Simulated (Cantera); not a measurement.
What does this Cantera script print?

```python
import numpy as np
import cantera as ct

gas = ct.Solution("gri30.yaml")
gas.TPX = 1550, 760, {'C2H6': 1, 'N2': 8.4}
reactor = ct.IdealGasConstPressureReactor(gas, energy="off", clone=False)
net = ct.ReactorNet([reactor])
net.rtol, net.atol = 1e-08, 1e-18
show = ['C2H6', 'C2H4', 'CH4', 'C2H', 'C2H2']
times = np.geomspace(3e-05, 10, 12)

steps = ct.SolutionArray(gas, extra=["t"])
rows = []
print(f"{'t/s':>10s}{'T/K':>9s}{'P/Pa':>11s}" + "".join(f"{s:>11s}" for s in show))
for t in times:
    while net.time < t:
        t_next = net.step()
        steps.append(gas.state, t=t_next)
    rows.append([np.interp(t, steps.t, y) for y in (steps.T, steps.P, *steps(*show).X.T)])
    print(f"{t:10.3e}{rows[-1][0]:9.1f}{rows[-1][1]:11.4g}" + "".join(f"{x:11.3e}" for x in rows[-1][2:]))
rate = np.gradient(steps.T, steps.t)
print("integrator steps:", len(steps.t))
if steps.T.max() > steps.T[0] + 200:
    print(f"time of steepest temperature rise: {steps.t[rate.argmax()]:.4e} s")
gas.TPX = 1550, 760, {'C2H6': 1, 'N2': 8.4}
gas.equilibrate("TP")
print(f"equilibrium (TP): T = {gas.T:.1f} K  " + "  ".join(f"{s} {gas[s].X[0]:.3e}" for s in show))
```

Output:

```
       t/s      T/K       P/Pa       C2H6       C2H4        CH4        C2H       C2H2
 3.000e-05   1550.0        760  1.061e-01  3.766e-07  3.572e-06  2.104e-20  4.025e-12
 9.532e-05   1550.0        760  1.054e-01  1.132e-05  3.554e-05  8.868e-17  4.695e-10
 3.029e-04   1550.0        760  1.028e-01  3.745e-04  3.394e-04  1.179e-12  1.668e-07
 9.624e-04   1550.0        760  8.751e-02  7.799e-03  2.947e-03  5.248e-09  8.581e-05
 3.058e-03   1550.0        760  3.370e-02  4.035e-02  1.945e-02  1.960e-07  5.368e-03
 9.717e-03   1550.0        760  1.211e-03  3.601e-02  3.679e-02  5.640e-07  3.630e-02
 3.087e-02   1550.0        760  5.695e-05  1.630e-02  3.535e-02  2.416e-07  5.767e-02
 9.810e-02   1550.0        760  1.257e-05  5.668e-03  3.382e-02  1.256e-07  6.836e-02
 3.117e-01   1550.0        760  5.675e-06  9.237e-04  3.224e-02  9.003e-08  7.343e-02
 9.905e-01   1550.0        760  4.293e-06  2.407e-04  2.919e-02  8.845e-08  7.534e-02
 3.147e+00   1550.0        760  2.706e-06  1.493e-04  2.213e-02  9.772e-08  7.835e-02
 1.000e+01   1550.0        760  8.924e-07  5.731e-05  1.125e-02  1.218e-07  8.296e-02
integrator steps: 1250
equilibrium (TP): T = 1550.0 K  C2H6 7.934e-11  C2H4 9.977e-06  CH4 5.819e-05  C2H 9.507e-08  C2H2 4.311e-02
```

Computed with Cantera and GRI-Mech 3.0 (53 species, 325 reactions). GRI-Mech 3.0 stops at C3 and has no aromatics, soot or wall deposition, so with more carbon than oxygen in the feed, carbon stays in small species such as C2H2 where larger ones or solid carbon would form. Radical loss at walls, strong at low pressure, is not modelled.
